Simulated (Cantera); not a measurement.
Input: 1 mol Ca(OH)2, 0.045 mol CO2, 0.16 mol H2O, held at 100 Torr.

These are equilibrium values from Cantera (NASA tables, ideal gas, pure condensed phases), not measurements of a reactor. Candidate condensed phases: C, C6H6, C7H8, C8H18, Ca, CaCO3, CaO, Ca(OH)2, H2O; 115 gas species. Rates play no part.

x: gas mole fraction; n: condensed amount in mol.

```
T (°C)  x H2O   x CO2      x H2  x O2  n CaO(s)
------  -----  ------  --------  ----  --------
900     0.963  0.0373   8.90e-6   [?]      1.00
1050    0.963  0.0373   6.14e-5   [?]      1.00
1200    0.962  0.0373  0.000287   [?]      1.00
1350    0.961  0.0372   0.00101   [?]     1.000
1500    0.957  0.0369   0.00288   [?]     1.000
1650    0.950  0.0360   0.00698   [?]     1.000
1800    0.933  0.0343    0.0148   [?]     1.000
```

Problem. What belongs in the gaps?

Solution. 
- 900, x O2: 4.49e-6
- 1050, x O2: 3.10e-5
- 1200, x O2: 0.000145
- 1350, x O2: 0.000508
- 1500, x O2: 0.00144
- 1650, x O2: 0.00345
- 1800, x O2: 0.00722
